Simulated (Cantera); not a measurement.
A closed system holds: 1 mol CH₄, 1.5 mol H₂, equilibrated at 0.133 bar.

Equilibrium computed with Cantera from the NASA thermochemical tables; the gas is ideal and each condensed phase is pure. Candidate condensed phases: C, C₆H₆, C₇H₈, C₈H₁₈; 76 gas species. Rates play no part.

x: gas mole fraction; n: condensed amount in mol.

```csv
T (K),x H₂,x H,x CH₄,x C₂H₂ (acetylene),x C₂H,x C₄H₂,n C(graphite)
898,0.961,2.94e-10,0.0394,5.05e-11,<1e-12,<1e-12,0.867
1048,0.992,2.11e-8,0.00766,3.91e-9,<1e-12,<1e-12,0.973
1198,0.998,5.20e-7,0.00213,9.87e-8,<1e-12,<1e-12,0.993
1348,0.999,…,…,…,<1e-12,<1e-12,0.997
1498,1.000,4.71e-5,0.000346,8.81e-6,<1e-12,2.97e-11,0.999
1648,1.000,0.000244,0.000178,4.47e-5,4.72e-11,7.78e-10,0.999
1798,0.999,…,…,…,…,…,0.998
1948,0.996,0.00309,6.47e-5,0.000537,2.60e-8,1.16e-7,0.996
2098,0.990,0.00839,4.33e-5,0.00141,3.08e-7,8.16e-7,0.990
2248,0.977,0.0199,3.02e-5,0.00324,2.60e-6,4.38e-6,0.977
2398,0.951,0.0421,2.15e-5,0.00657,1.67e-5,1.87e-5,0.952
2548,0.907,0.0807,1.53e-5,0.0120,8.44e-5,6.53e-5,0.911
2698,0.838,0.141,1.05e-5,0.0196,0.000350,0.000191,0.845
2848,0.741,0.228,6.77e-6,0.0289,0.00121,0.000471,0.747
```

Question: Complete the blanks.

Answer: 
- 1798, x H: 0.000964
- 1798, x CH₄: 0.000103
- 1798, x C₂H₂ (acetylene): 0.000172
- 1798, x C₂H: 1.44e-9
- 1798, x C₄H₂: 1.17e-8
- 1348, x H: 6.33e-6
- 1348, x CH₄: 0.000777
- 1348, x C₂H₂ (acetylene): 1.20e-6
